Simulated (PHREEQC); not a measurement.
1 kg of water holding 0.012 mol Na2SO4, 0.048 mol KCl and 0.0071 mol NaCl is evaporated at 75 °C; the solids stay in contact with the brine. No CO2 enters from the air. Only these solids could form: Arcanite, Glaserite, Halite, Mirabilite, Misenite, Sylvite, Thenardite.

The series has 28 steps of water left (kg), from 1 to 0.005012.

Equilibrium calculation in PHREEQC: Pitzer model, pitzer.dat.

Problem. Which solids form, in which order, and at which step of the series does each first stand?

Solution. Glaserite from water left = 0.01627 kg; Sylvite from water left = 0.006093 kg; Halite from water left = 0.005012 kg.

Species that the database lacks are ignored. Away from 25 °C the constants follow the database's enthalpies or fits; those with neither stay at their 25 °C values.
